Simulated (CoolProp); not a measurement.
Vapour-liquid equilibrium of nitrogen (1) + carbon monoxide (2) at 759 kPa; x and y are mole fractions of (1).

Model: multi-fluid Helmholtz-energy mixture model, Span 2000 and Lemmon 2006; pair parameters Gernert 2013, in CoolProp.

| x | bubble temperature (°C) | y at the bubble point | dew temperature at overall composition x (°C) | liquid density (mol/L) |
|---|---|---|---|---|
| 0.05 | -168.8 | 0.067 | -168.7 | 24.28 |
| 0.125 | -169.3 | 0.163 | -169.1 | 24.32 |
| 0.2 | -169.7 | 0.254 | -169.5 | 24.35 |
| 0.275 | -170.2 | 0.340 | -169.8 | 24.39 |
| 0.35 | -170.6 | 0.421 | -170.2 | 24.42 |
| 0.425 | -171.0 | 0.498 | -170.6 | 24.45 |
| 0.5 | -171.4 | 0.572 | -171.1 | 24.48 |
| 0.575 | -171.8 | 0.641 | -171.5 | 24.51 |
| 0.65 | -172.2 | 0.708 | -171.8 | 24.54 |
| 0.725 | -172.5 | 0.773 | -172.2 | 24.56 |
| 0.8 | -172.8 | 0.836 | -172.6 | 24.59 |
| 0.875 | -173.1 | 0.898 | -173.0 | 24.63 |
| 0.95 | -173.3 | 0.959 | -173.3 | 24.66 |

No azeotrope shows between x = 0.05 and 0.95.

The pair parameters rest on a limited set of measurements; away from them the model extrapolates.
